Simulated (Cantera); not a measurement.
A perfectly stirred reactor is fed with H₂ : O₂ : N₂ = 1.1 : 1 : 1.6 (molar parts), equivalence ratio 0.55, at 668 Torr; it is held at 1075 K, and followed from long to short residence time.

Cantera simulation using the H2/O2 subset of GRI-Mech 3.0, which has no nitrogen chemistry; the numbers are that mechanism's predictions, not measurements. The temperature is held fixed by assumption; the heat of reaction is taken as removed at once.

**Question.** What does this change do: pressure from 668 Torr to 150 Torr?

**Answer.** 
```tsv
quantity	before	after
x(H₂) at τ = 3.10 s	0.00248	0.000362
x(O₂) at τ = 3.10 s	0.144	0.143
x(OH) at τ = 3.10 s	2.78e-6	9.62e-5
x(H₂O₂) at τ = 3.10 s	1.81e-5	1.13e-6
x(O) at τ = 3.10 s	8.24e-7	1.65e-5
x(H₂) at τ = 0.120 s	0.0222	0.00277
x(O₂) at τ = 0.120 s	0.152	0.144
x(OH) at τ = 0.120 s	7.19e-6	0.000314
x(H₂O₂) at τ = 0.120 s	0.000216	3.63e-6
x(O) at τ = 0.120 s	5.44e-6	0.000172
```

**Question.** What does this change do: O2 1 to 0.33 parts?

**Answer.** 
```tsv
quantity	before	after
x(H₂) at τ = 3.10 s	0.00248	0.163
x(O₂) at τ = 3.10 s	0.144	0.000139
x(OH) at τ = 3.10 s	2.78e-6	8.11e-7
x(H₂O₂) at τ = 3.10 s	1.81e-5	1.36e-8
x(O) at τ = 3.10 s	8.24e-7	3.31e-8
x(H₂) at τ = 0.120 s	0.0222	0.164
x(O₂) at τ = 0.120 s	0.152	0.000711
x(OH) at τ = 0.120 s	7.19e-6	4.63e-6
x(H₂O₂) at τ = 0.120 s	0.000216	1.87e-8
x(O) at τ = 0.120 s	5.44e-6	8.50e-7
```
